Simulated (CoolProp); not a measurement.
Vapour-liquid equilibrium of propane (1) + n-butane (2) at 0.0138 MPa; x and y are mole fractions of (1).

Computed with CoolProp (multi-fluid Helmholtz-energy mixture model, Lemmon 2009 and Bücker 2006; pair parameters Kunz 2012).

Task: Give the bubble temperature and the first vapour's composition at x = 0.425, 0.875, 0.95. Is there an azeotrope?

Result: x = 0.425: 205.8 K, y = 0.874; x = 0.875: 195.9 K, y = 0.987; x = 0.95: 194.7 K, y = 0.995. No azeotrope shows between x = 0.05 and 0.95.

The pair parameters rest on a limited set of measurements; away from them the model extrapolates.
